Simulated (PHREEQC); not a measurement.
Solution (25 °C): 0.00049 mol/kgw CO2 and 0.00029 mol/kgw ZnSO4. Closed to the air; pH follows from the charge balance.

Equilibrium calculation in PHREEQC: ion-association model, phreeqc.dat.

| quantity | before | after |
|---|---|---|
| pH | 4.84 | 4.99 |
| HCO3- (mol/kgw) | 1.50e-5 | 1.05e-5 |

Question: Which change was made?
(A) diluted 100-fold with water
(B) diluted 2-fold with water
(C) 7.4e-06 mol/kgw NaHCO3 added
(D) ZnSO4 left out
(E) ZnSO4 from 0.00029 to 2.9e-05 mol/kgw

Answer: B, diluted 2-fold with water

Precipitation was switched off in this run.
